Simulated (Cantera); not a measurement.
A freely propagating, adiabatic, planar premixed flame of 28.3 % H₂, 15.1 % O₂, 56.6 % N₂, unburnt at 723 K and 97.5 Torr; mixture-averaged transport, grid criteria slope 0.08 and curve 0.16, no radiation.

Detailed kinetics in Cantera: the H2/O2 subset of GRI-Mech 3.0, which has no nitrogen chemistry. Burning velocities carry a grid error of a few per cent, more on coarse grids.

Question: Predict: laminar burning velocity; thermal thickness; peak x(HO₂); peak x(OH); peak x(H₂O₂).

Answer: 
| Property | Result |
|---|---|
| laminar burning velocity | 874 cm/s |
| thermal thickness | 7.75 mm |
| peak x(HO₂) | 3.15e-5 |
| peak x(OH) | 0.0215 |
| peak x(H₂O₂) | 8.99e-7 |
